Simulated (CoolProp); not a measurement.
Vapour-liquid equilibrium of propane (1) + isobutane (2) at 191.4 K; x and y are mole fractions of (1).

Model: multi-fluid Helmholtz-energy mixture model, Lemmon 2009 and Bücker 2006; pair parameters Kunz 2012, in CoolProp.

Q: Give the bubble pressure and the first vapour's composition at x = 0.15, 0.45, 0.95. Is there an azeotrope?

A: x = 0.15: 0.003449 MPa, y = 0.511; x = 0.45: 0.006243 MPa, y = 0.823; x = 0.95: 0.01111 MPa, y = 0.991. No azeotrope shows between x = 0.05 and 0.95.

The pair parameters rest on a limited set of measurements; away from them the model extrapolates. The gap from Raoult's law changes sign with composition, which may be real or a fault of the pair parameters; it wasn't checked against measurements.
